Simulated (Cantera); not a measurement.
What does this Cantera script print?

```python
import numpy as np
import cantera as ct

gas = ct.Solution("gri30.yaml")
gas.TPX = 1500, 300000, {'CH4': 1, 'C2H6': 0.26, 'C3H8': 0.3, 'O2': 2, 'N2': 7.54}
reactor = ct.IdealGasConstPressureReactor(gas, energy="on", clone=False)
net = ct.ReactorNet([reactor])
net.rtol, net.atol = 1e-08, 1e-16
show = ['CH4', 'C2H6', 'C3H8', 'C2H', 'C2H4', 'H']
times = np.geomspace(1e-06, 0.3, 11)

steps = ct.SolutionArray(gas, extra=["t"])
rows = []
print(f"{'t/s':>10s}{'T/K':>9s}{'P/Pa':>11s}" + "".join(f"{s:>11s}" for s in show))
for t in times:
    while net.time < t:
        t_next = net.step()
        steps.append(gas.state, t=t_next)
    rows.append([np.interp(t, steps.t, y) for y in (steps.T, steps.P, *steps(*show).X.T)])
    print(f"{t:10.3e}{rows[-1][0]:9.1f}{rows[-1][1]:11.4g}" + "".join(f"{x:11.3e}" for x in rows[-1][2:]))
rate = np.gradient(steps.T, steps.t)
print("integrator steps:", len(steps.t))
if steps.T.max() > steps.T[0] + 200:
    print(f"time of steepest temperature rise: {steps.t[rate.argmax()]:.4e} s")
gas.TPX = 1500, 300000, {'CH4': 1, 'C2H6': 0.26, 'C3H8': 0.3, 'O2': 2, 'N2': 7.54}
gas.equilibrate("HP")
print(f"equilibrium (HP): T = {gas.T:.1f} K  " + "  ".join(f"{s} {gas[s].X[0]:.3e}" for s in show))
```

Result:

```
       t/s      T/K       P/Pa        CH4       C2H6       C3H8        C2H       C2H4          H
 1.000e-06   1498.9      3e+05  9.006e-02  2.338e-02  2.690e-02  4.089e-16  9.245e-05  2.751e-06
 3.529e-06   1496.4      3e+05  8.992e-02  2.318e-02  2.642e-02  1.387e-13  6.717e-04  6.449e-06
 1.246e-05   1496.3      3e+05  8.875e-02  2.209e-02  2.368e-02  2.341e-11  4.813e-03  1.455e-05
 4.397e-05   1588.7      3e+05  7.640e-02  1.234e-02  7.921e-03  1.746e-08  2.751e-02  1.034e-04
 1.552e-04   2477.6      3e+05  9.859e-04  1.119e-07  2.327e-11  7.654e-06  6.739e-06  4.533e-03
 5.477e-04   2462.9      3e+05  5.990e-06  4.475e-12  5.437e-18  1.952e-08  5.190e-09  5.006e-03
 1.933e-03   2461.6      3e+05  3.922e-10  2.654e-20  4.017e-30  1.892e-15  4.558e-16  5.283e-03
 6.823e-03   2462.6      3e+05  3.415e-10  2.067e-20  2.861e-30  1.632e-15  3.892e-16  5.300e-03
 2.408e-02   2462.8      3e+05  3.349e-10  1.997e-20  2.728e-30  1.601e-15  3.809e-16  5.305e-03
 8.500e-02   2462.8      3e+05  3.348e-10  1.995e-20  2.726e-30  1.600e-15  3.807e-16  5.305e-03
 3.000e-01   2462.8      3e+05  3.348e-10  1.995e-20  2.726e-30  1.600e-15  3.807e-16  5.305e-03
integrator steps: 1745
time of steepest temperature rise: 6.0663e-05 s
equilibrium (HP): T = 2462.8 K  CH4 3.764e-10  C2H6 2.450e-20  C3H8 3.577e-30  C2H 1.783e-15  C2H4 4.243e-16  H 5.305e-03
```

Model: GRI-Mech 3.0 (53 species, 325 reactions), integrated in Cantera. GRI-Mech 3.0 was tuned for natural gas; its chemistry of propane as a main component is partial and can be far from experiment.
